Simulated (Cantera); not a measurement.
Charge: 1 mol SiH4, 0.45 mol N2, 0.94 mol NH3, held at 1475 °C and 75.0 Torr.

Method: chemical equilibrium by Gibbs-energy minimisation in Cantera with the NASA 1993 tables (ideal gas, pure condensed phases). Candidate condensed phases: Si, Si3N4; 18 gas species. Gases not in the tables: Si2H6 and higher silanes. Rates play no part.

Base state: H2 0.930, N2 0.0691, H 0.000698, SiH2 1.26e-5 (mole fractions); condensed: Si3N4(s).

Problem. What changes in the equilibrium state with this change: pressure from 75.0 Torr to 6.90 Torr?

Solution. 
```
species          before     after
-------------  --------  --------
H2                0.930     0.785
N2               0.0691     0.212
H              0.000698   0.00211
Si              9.58e-6  0.000159
SiH             3.89e-6   1.79e-5
SiH2            1.26e-5   1.61e-5
Si3N4(s), mol     0.333         0
Si(l), mol            0     0.999
```

Problem. What changes in the equilibrium state with this change: 0.079 mol CO2 added?

Solution. 
| species | before | after |
|---|---|---|
| H2 | 0.930 | 0.903 |
| N2 | 0.0691 | 0.0950 |
| SiO | 0 | 0.00103 |
| CO | 0 | 0.000272 |
| HCN | 0 | 4.92e-5 |
| SiH2 | 1.26e-5 | 9.86e-6 |
| Si3N4(s), mol | 0.333 | 0.204 |
| SiC(s), mol | 0 | 0.0778 |
| Si2N2O(s), mol | 0 | 0.153 |
Mutual solubility and eutectic melting of coexisting phases are not modelled. Further candidate phases: C, C6H6, C7H8, C8H18, H2O, SiC, SiO2, Si2N2O.
